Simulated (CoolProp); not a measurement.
The numbers come from the reference Helmholtz-energy equation of state, Aleksandrov 2011 in CoolProp. It is a short technical equation, of lower accuracy than the large ones.

Q: Give the vapour pressure (MPa), enthalpy of vaporisation (kJ/kg), vapour Z of saturated n-undecane at 184.85 °C.

A: 
```csv
T (°C),p (MPa),enthalpy of vaporisation (kJ/kg),vapour Z
184.85,0.0769,272,0.943
```
